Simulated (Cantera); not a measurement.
A perfectly stirred reactor is fed with CH4 : N2 = 1 : 8.4 (molar parts), at 12.0 Torr; it is held at 1150 K, and followed from long to short residence time.

Model: GRI-Mech 3.0 (53 species, 325 reactions), integrated in Cantera. GRI-Mech 3.0 stops at C3 and has no aromatics, soot or wall deposition, so with more carbon than oxygen in the feed, carbon stays in small species such as C2H2 where larger ones or solid carbon would form. Radical loss at walls, strong at low pressure, is not modelled.

What does this change do: temperature 1150 to 1573 K?


```json
[
 {"quantity": "x(CH4) at τ = 25.0 s", "before": "0.106", "after": "0.0148"},
 {"quantity": "x(CH3) at τ = 25.0 s", "before": "6.57e-7", "after": "0.000164"},
 {"quantity": "x(CH2) at τ = 25.0 s", "before": "<1e-12", "after": "7.68e-8"},
 {"quantity": "x(H2) at τ = 25.0 s", "before": "1.79e-6", "after": "0.124"},
 {"quantity": "x(H) at τ = 25.0 s", "before": "8.27e-12", "after": "6.80e-5"},
 {"quantity": "x(CH4) at τ = 0.120 s", "before": "0.106", "after": "0.102"},
 {"quantity": "x(CH3) at τ = 0.120 s", "before": "1.21e-8", "after": "0.000481"},
 {"quantity": "x(CH2) at τ = 0.120 s", "before": "<1e-12", "after": "8.84e-8"},
 {"quantity": "x(H2) at τ = 0.120 s", "before": "6.07e-9", "after": "0.00423"},
 {"quantity": "x(H) at τ = 0.120 s", "before": "5.44e-12", "after": "1.79e-6"}
]
```

What does this change do: temperature 1150 to 1350 K?


```csv
quantity,before,after
x(CH4) at τ = 25.0 s,0.106,0.0988
x(CH3) at τ = 25.0 s,6.57e-7,5.54e-5
x(CH2) at τ = 25.0 s,<1e-12,1.01e-9
x(H2) at τ = 25.0 s,1.79e-6,0.00964
x(H) at τ = 25.0 s,8.27e-12,2.89e-7
x(CH4) at τ = 0.120 s,0.106,0.106
x(CH3) at τ = 0.120 s,1.21e-8,4.99e-6
x(CH2) at τ = 0.120 s,<1e-12,7.89e-12
x(H2) at τ = 0.120 s,6.07e-9,2.83e-6
x(H) at τ = 0.120 s,5.44e-12,1.14e-9
```
